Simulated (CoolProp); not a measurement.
Vapour-liquid equilibrium of cis-2-butene (1) + acetone (2) at -21.95 °C; x and y are mole fractions of (1).

The numbers come from the multi-fluid Helmholtz-energy mixture model, Lemmon 2005 and Lemmon 2006; pair parameters Bell 2016 in CoolProp.

Task: Give the bubble pressure and the first vapour's composition at x = 0.15, 0.45, 0.55. Is there an azeotrope?

Result: x = 0.15: 0.01715 MPa, y = 0.867; x = 0.45: 0.02784 MPa, y = 0.932; x = 0.55: 0.02881 MPa, y = 0.936. No azeotrope shows between x = 0.05 and 0.95.

Pair parameters are fitted to limited data, so mixtures are less certain than the pure fluids. With so large a gap from Raoult's law the liquid may split in two, which this calculation doesn't test in full.
